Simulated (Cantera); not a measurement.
Source: NASA polynomial tables (part measured, part estimated), evaluated in Cantera. Values are per mole of reaction as written; species without (g) are pure solids or liquids, kept so even where they would boil at 1 bar.

2 H(g) + VO2(g) ⇌ 2 OH(g) + V

| T (K) | ΔH° (kJ) | ΔS° (J/K) | ΔG° (kJ) | log10 K | condensed phases |
|---|---|---|---|---|---|
| 1798 | -128.5 | -105.0 | 60.3 | -1.75 | V(s) |
| 1898 | -127.7 | -104.6 | 70.8 | -1.95 | V(s) |
| 1998 | -126.6 | -104.0 | 81.2 | -2.12 | V(s) |
| 2098 | -125.4 | -103.4 | 91.6 | -2.28 | V(s) |
| 2198 | -101.1 | -92.3 | 101.8 | -2.42 | V(l) |
| 2298 | -99.4 | -91.5 | 111.0 | -2.52 | V(l) |
| 2398 | ___ | ___ | ___ | ___ | V(l) |
| 2498 | -95.7 | -90.0 | 129.2 | -2.70 | V(l) |
| 2598 | -93.8 | -89.3 | 138.1 | -2.78 | V(l) |
| 2698 | -91.8 | -88.5 | 147.0 | -2.85 | V(l) |
| 2798 | ___ | ___ | ___ | ___ | V(l) |

### Question
Some entries are withheld; supply them.

### Answer

- 2398, ΔH° (kJ): -97.5
- 2398, ΔS° (J/K): -90.8
- 2398, ΔG° (kJ): 120.1
- 2398, log10 K: -2.62
- 2798, ΔH° (kJ): -89.8
- 2798, ΔS° (J/K): -87.8
- 2798, ΔG° (kJ): 155.9
- 2798, log10 K: -2.91
